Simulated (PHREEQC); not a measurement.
Dissolve 2.8 mmol/kgw HCl and 3.8 mmol/kgw ZnSO4 at 72 °C. Closed to the air; pH follows from the charge balance.

Equilibrium calculation in PHREEQC: ion-association model, phreeqc.dat.

| Item | Result |
|---|---|
| pH | 2.75 |
| ionic strength | 0.0131 mol/kgw |
| specific conductance | 3210 µS/cm |
| total alkalinity | -2.80 meq/kg |

```json
[
 {"species": "Zn+2", "molality": "0.00295", "activity": "0.00180", "log γ": "-0.215"},
 {"species": "Cl-", "molality": "0.00272", "activity": "0.00239", "log γ": "-0.056"},
 {"species": "SO4-2", "molality": "0.00218", "activity": "0.00133", "log γ": "-0.216"},
 {"species": "H+", "molality": "0.00196", "activity": "0.00176", "log γ": "-0.048"},
 {"species": "HSO4-", "molality": "0.000840", "activity": "0.000740", "log γ": "-0.055"},
 {"species": "ZnSO4", "molality": "0.000762", "activity": "0.000764", "log γ": "0.001"},
 {"species": "ZnCl+", "molality": "7.88e-5", "activity": "6.93e-5", "log γ": "-0.056"},
 {"species": "Zn(SO4)2-2", "molality": "1.00e-5", "activity": "6.02e-6", "log γ": "-0.221"},
 {"species": "ZnCl2", "molality": "2.04e-7", "activity": "2.04e-7", "log γ": "0.001"},
 {"species": "ZnOH+", "molality": "2.77e-8", "activity": "2.44e-8", "log γ": "-0.055"}
]
```

Precipitation was switched off in this run. Constants without temperature data keep their 25 °C values here.
